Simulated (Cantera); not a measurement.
Charge: 1 mol Mg(OH)2, 6.4 mol H2, 0.5 mol O2, equilibrated at 598 K and 1.20 bar.

Equilibrium computed with Cantera from the NASA thermochemical tables; the gas is ideal and each condensed phase is pure. Candidate condensed phases: H2O, Mg, MgO, Mg(OH)2; 15 gas species. Rates play no part.

Base state: H2 0.730, H2O 0.270 (mole fractions); condensed: MgO(s).

Problem. What changes in the equilibrium state with this change: Mg(OH)2 replaced by MgCO3?

Solution. 
```csv
species,before,after
H2O,0.270,0.555
H2,0.730,0.260
CH4,0,0.185
CO2,0,0.000114
"MgO(s), mol",1.00,1.00
```
Further candidate phases: C, C6H6, C7H8, C8H18, MgCO3.
